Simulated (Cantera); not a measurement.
An isothermal, constant-pressure homogeneous reactor starts with H₂ : O₂ = 0.071 : 1 (molar parts), at 1450 K and 10.00 Torr.

Cantera simulation using the H2/O2 subset of GRI-Mech 3.0, which has no nitrogen chemistry; the numbers are that mechanism's predictions, not measurements. Radical loss at walls, strong at low pressure, is not modelled. The temperature is held fixed by assumption; the heat of reaction is taken as removed at once.

One state of this run: x H₂ = 7.67e-5; x O₂ = 0.928; x HO₂ = 4.91e-7; x O = 0.00223; x H₂O = 0.0673; x H₂O₂ = 1.85e-8; x H = 9.54e-5. x: mole fraction; the columns are a selection and need not sum to one.

**Question.** Which value of t (s) does it belong to?
A. 0.405
B. 1.00e-6
C. 7.40e-5
D. 3.49

**Answer.** A, 0.405
